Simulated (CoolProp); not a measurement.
Saturation properties of octamethylcyclotetrasiloxane (D4).

Computed with CoolProp (reference Helmholtz-energy equation of state, Thol 2015).

```
T (K)     p (bar)  vapour density (kg/m³)  surface tension (mN/m)
-----  ----------  ----------------------  ----------------------
362.3     0.05491                  0.5454                    13.3
370.5     0.07829                  0.7624                    12.7
378.6      0.1089                   1.042                    12.1
386.7      0.1488                   1.399              (withheld)
394.9      0.2007                   1.856                    11.0
403        0.2654              (withheld)                    10.4
411.1  (withheld)                   3.110                    9.89
419.2      0.4449              (withheld)                    9.34
427.4      0.5667                   4.981                    8.79
435.5      0.7116                   6.197              (withheld)
443.6      0.8841                   7.642              (withheld)
451.8  (withheld)                   9.370                    7.19
```

Question: What belongs in the gaps?

Answer: 
- 386.7, surface tension (mN/m): 11.6
- 403, vapour density (kg/m³): 2.418
- 411.1, p (bar): 0.3459
- 419.2, vapour density (kg/m³): 3.952
- 435.5, surface tension (mN/m): 8.25
- 443.6, surface tension (mN/m): 7.72
- 451.8, p (bar): 1.090

It boils at 448.9 K under 1 atm.

Surface tension comes from a separate correlation (Mulero 2014), older than this fluid's equation and unchecked against measurements.
